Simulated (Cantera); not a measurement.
An isothermal, constant-pressure homogeneous reactor starts with 1.78 % CO, 4.13 % O₂, 0.207 % H₂O, 93.9 % N₂, equivalence ratio 0.22, at 1150 K and 3380 Torr.

Detailed kinetics in Cantera: GRI-Mech 3.0 (53 species, 325 reactions).

x: mole fraction; the columns are a selection and need not sum to one.

```csv
t (s),x CO,x O₂,x H₂O,x NO,x O,x H,x HO₂
5.00e-5,0.0178,0.0413,0.00207,<1e-12,3.30e-9,1.60e-11,1.26e-10
0.000113,0.0178,0.0413,0.00207,<1e-12,6.90e-9,4.26e-11,7.41e-10
0.000255,0.0178,0.0413,0.00207,<1e-12,1.36e-8,1.12e-10,3.74e-9
0.000577,0.0178,0.0413,0.00207,<1e-12,2.68e-8,3.31e-10,1.72e-8
0.00130,0.0178,0.0413,0.00207,<1e-12,7.66e-8,[?],8.95e-8
0.00294,0.0178,0.0413,0.00206,<1e-12,6.73e-7,[?],9.78e-7
0.00665,0.0175,0.0411,0.00206,5.52e-11,4.39e-6,[?],6.16e-6
0.0150,0.0161,0.0405,0.00205,6.86e-10,4.59e-6,[?],6.59e-6
0.0340,0.0133,0.0391,0.00205,4.12e-9,4.23e-6,[?],6.33e-6
0.0767,0.00875,0.0369,0.00206,1.71e-8,3.29e-6,[?],5.33e-6
0.173,0.00377,0.0345,0.00207,4.63e-8,1.89e-6,[?],3.62e-6
0.392,0.000862,0.0331,0.00208,7.35e-8,6.34e-7,[?],1.65e-6
0.885,9.56e-5,0.0327,0.00208,8.07e-8,1.01e-7,7.67e-10,3.86e-7
2.00,3.24e-6,0.0327,0.00208,1.53e-7,8.61e-9,2.53e-11,2.14e-8
```

Task: Fill in the missing entries.

Result: 
- 0.00130, x H: 1.40e-9
- 0.00294, x H: 1.62e-8
- 0.00665, x H: 1.74e-7
- 0.0150, x H: 1.90e-7
- 0.0340, x H: 1.70e-7
- 0.0767, x H: 1.14e-7
- 0.173, x H: 4.78e-8
- 0.392, x H: 9.16e-9
